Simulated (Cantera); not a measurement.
Cantera run, input and output.

```python
import numpy as np
import cantera as ct

gas = ct.Solution("gri30.yaml")
gas.TPX = 1648, 340000, {'CH4': 1, 'CO2': 0.62}
reactor = ct.IdealGasConstPressureReactor(gas, energy="off", clone=False)
net = ct.ReactorNet([reactor])
net.rtol, net.atol = 1e-08, 1e-18
show = ['CH4', 'CO2', 'CH2CO', 'C2H', 'OH']
times = np.geomspace(1e-05, 30, 9)

steps = ct.SolutionArray(gas, extra=["t"])
rows = []
print(f"{'t/s':>10s}{'T/K':>9s}{'P/Pa':>11s}" + "".join(f"{s:>11s}" for s in show))
for t in times:
    while net.time < t:
        t_next = net.step()
        steps.append(gas.state, t=t_next)
    rows.append([np.interp(t, steps.t, y) for y in (steps.T, steps.P, *steps(*show).X.T)])
    print(f"{t:10.3e}{rows[-1][0]:9.1f}{rows[-1][1]:11.4g}" + "".join(f"{x:11.3e}" for x in rows[-1][2:]))
rate = np.gradient(steps.T, steps.t)
print("integrator steps:", len(steps.t))
if steps.T.max() > steps.T[0] + 200:
    print(f"time of steepest temperature rise: {steps.t[rate.argmax()]:.4e} s")
gas.TPX = 1648, 340000, {'CH4': 1, 'CO2': 0.62}
gas.equilibrate("TP")
print(f"equilibrium (TP): T = {gas.T:.1f} K  " + "  ".join(f"{s} {gas[s].X[0]:.3e}" for s in show))
```

Output:

```
       t/s      T/K       P/Pa        CH4        CO2      CH2CO        C2H         OH
 1.000e-05   1648.0    3.4e+05  6.169e-01  3.827e-01  4.918e-13  3.794e-15  1.885e-09
 6.451e-05   1648.0    3.4e+05  6.148e-01  3.825e-01  8.936e-11  3.525e-12  3.051e-09
 4.162e-04   1648.0    3.4e+05  5.957e-01  3.801e-01  1.540e-08  3.192e-10  1.269e-08
 2.685e-03   1648.0    3.4e+05  4.690e-01  3.448e-01  1.990e-06  1.048e-08  7.617e-08
 1.732e-02   1648.0    3.4e+05  2.146e-01  2.019e-01  2.467e-05  3.512e-08  3.366e-07
 1.117e-01   1648.0    3.4e+05  6.210e-02  4.135e-02  4.903e-05  5.100e-08  6.553e-07
 7.208e-01   1648.0    3.4e+05  5.668e-02  1.994e-02  1.423e-05  2.664e-08  2.762e-07
 4.650e+00   1648.0    3.4e+05  4.831e-02  2.776e-03  2.835e-06  1.199e-08  3.482e-08
 3.000e+01   1648.0    3.4e+05  4.593e-02  3.639e-06  1.987e-06  1.003e-08  4.529e-11
integrator steps: 1916
equilibrium (TP): T = 1648.0 K  CH4 4.593e-02  CO2 2.859e-06  CH2CO 1.990e-06  C2H 1.003e-08  OH 3.562e-11
```

Cantera simulation using GRI-Mech 3.0 (53 species, 325 reactions); the numbers are that mechanism's predictions, not measurements. GRI-Mech 3.0 stops at C3 and has no aromatics, soot or wall deposition, so with more carbon than oxygen in the feed, carbon stays in small species such as C2H2 where larger ones or solid carbon would form.
